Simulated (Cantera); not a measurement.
## Ignition delay

Mixture: 7.68 % CH4, 5.68 % H2, 18.2 % O2, 68.4 % N2, equivalence ratio 1.0, at 0.620 bar, adiabatic and at constant volume. Ignition delay is the time to a rise of 400 K.

Detailed kinetics in Cantera: GRI-Mech 3.0 (53 species, 325 reactions).

| T0 (K) | delay (ms) |
|---|---|
| 1000 | 13.1 |
| 1100 | 4.50 |
| 1200 | 1.80 |
| 1300 | 0.811 |
| 1400 | 0.412 |
| 1500 | 0.232 |
| 1600 | 0.141 |
| 1700 | 0.0905 |

* **apparent activation energy between 1500 and 1700 K**: 100 kJ/mol
